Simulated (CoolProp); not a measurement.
R21 at 401.13 K and 20.1 MPa is throttled through a valve to 9.3 MPa with no heat exchange. Each further row changes one setting.

Computed with CoolProp (reference Helmholtz-energy equation of state, Platzer 1990). This equation is an older, rougher fit; its heat capacities, sound speeds and derivatives of the liquid may be far off and weren't checked against measurements.

| case | temperature change (K) | final density (kg/m³) |
|---|---|---|
| as stated | +0.2 | 1120 |
| outlet pressure 2.79 MPa | -1.6 | 1070 |
| outlet pressure 12.1 MPa | +0.4 | 1140 |
